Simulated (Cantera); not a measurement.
## Equilibrium for abatement and gas-phase synthesis: NF₃ + SO₂ + H₂

Charge: 1 mol NF₃, 0.0071 mol SO₂, 2.7 mol H₂, held at 133 Pa.

Method: chemical equilibrium by Gibbs-energy minimisation in Cantera with the NASA 1993 tables (ideal gas, pure condensed phases). Candidate condensed phases: H₂O, H₂SO₄, S; 62 gas species. Gases not in the tables: S₃ to S₇. Equilibrium is a limit: real reactors are often held back by kinetics, nucleation or transport.

From 725 K to 2075 K nothing is condensed.

```csv
T (K),x HF,x H₂,x N₂,x H,x H₂O,x H₂S,x S,x S₂
725,0.638,0.251,0.106,1.28e-12,0.00302,0.00151,<1e-12,4.28e-10
875,0.638,0.251,0.106,6.88e-10,0.00302,0.00151,1.21e-12,6.77e-8
1025,0.638,0.251,0.106,5.98e-8,0.00302,0.00150,5.62e-10,2.48e-6
1175,0.638,0.251,0.106,1.68e-6,0.00302,0.00143,5.27e-8,3.35e-5
1325,0.638,0.251,0.106,2.24e-5,0.00302,0.00113,1.45e-6,0.000168
1475,0.638,0.251,0.106,0.000178,0.00302,0.000690,1.52e-5,0.000334
1625,0.638,0.251,0.106,0.000968,0.00301,0.000377,8.43e-5,0.000392
1775,0.637,0.249,0.106,0.00396,0.00298,0.000191,0.000295,0.000317
1925,0.633,0.244,0.106,0.0129,0.00293,8.26e-5,0.000665,0.000162
2075,0.626,0.230,0.104,0.0350,0.00284,2.90e-5,0.000996,5.07e-5
```
x: gas mole fraction; nothing condenses.
